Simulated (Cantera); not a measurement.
Input: 1 mol Si, 6.9 mol H₂, equilibrated at 625 K and 0.160 bar.

Method: chemical equilibrium by Gibbs-energy minimisation in Cantera with the NASA 1993 tables (ideal gas, pure condensed phases). Candidate condensed phases: Si; 9 gas species. The numbers say what is thermodynamically allowed, not how fast it happens.

Problem. What is the equilibrium state?

Solution. 
```json
{
  "x(H₂)": "1.00",
  "n(Si(s))": "1.00 mol",
  "gas_amount": "6.900 mol"
}
```
